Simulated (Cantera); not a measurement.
Cantera with NASA thermochemical tables; ideal gases at 1 bar, condensed phases pure. Values are per mole of reaction as written; species without (g) are pure solids or liquids, kept so even where they would boil at 1 bar.

H2O(g) + TiCl4(g) = OH(g) + HCl(g) + TiCl3(g)

```json
[
 {"T (K)": "300", "ΔH° (kJ)": "?", "ΔS° (J/K)": "?", "ΔG° (kJ)": "?", "log10 K": "?"},
 {"T (K)": "1450", "ΔH° (kJ)": "413.1", "ΔS° (J/K)": "145.3", "ΔG° (kJ)": "202.3", "log10 K": "-7.29"},
 {"T (K)": "1525", "ΔH° (kJ)": "?", "ΔS° (J/K)": "?", "ΔG° (kJ)": "?", "log10 K": "?"},
 {"T (K)": "1600", "ΔH° (kJ)": "412.7", "ΔS° (J/K)": "145.1", "ΔG° (kJ)": "180.5", "log10 K": "-5.89"},
 {"T (K)": "1675", "ΔH° (kJ)": "412.5", "ΔS° (J/K)": "145.0", "ΔG° (kJ)": "169.7", "log10 K": "-5.29"},
 {"T (K)": "1750", "ΔH° (kJ)": "412.3", "ΔS° (J/K)": "144.9", "ΔG° (kJ)": "158.8", "log10 K": "-4.74"}
]
```

Q: What belongs in the gaps?

A: 
- 300, ΔH° (kJ): 412.7
- 300, ΔS° (J/K): 143.8
- 300, ΔG° (kJ): 369.6
- 300, log10 K: -64.35
- 1525, ΔH° (kJ): 412.9
- 1525, ΔS° (J/K): 145.2
- 1525, ΔG° (kJ): 191.4
- 1525, log10 K: -6.56
